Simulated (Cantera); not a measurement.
A perfectly stirred reactor is fed with C3H8 : O2 : N2 = 1 : 6.85 : 65.8 (molar parts), equivalence ratio 0.73, at 2030 Torr; it is adiabatic with a 450 K inlet, and is followed from long to short residence time, starting on the burning branch (τ in s: 0.28, 0.11, 0.048, 0.02, 0.0083, 0.0034, 0.0014, 0.00059, 0.00025, 0.0001, 4.3e-05).

Detailed kinetics in Cantera: GRI-Mech 3.0 (53 species, 325 reactions). GRI-Mech 3.0 was tuned for natural gas; its chemistry of propane as a main component is partial and can be far from experiment.

One state of this run: T (K) = 1265; x C3H8 = 1.15e-5; x O2 = 0.0256; x C2H4 = 3.19e-5; x OH = 3.86e-5; x CH3 = 2.85e-6. x: mole fraction; the columns are a selection and need not sum to one.

**Question.** Which value of τ (s) does it belong to?
A) 0.11
B) 0.048
C) 4.3e-5
D) 0.28

**Answer.** A, 0.11
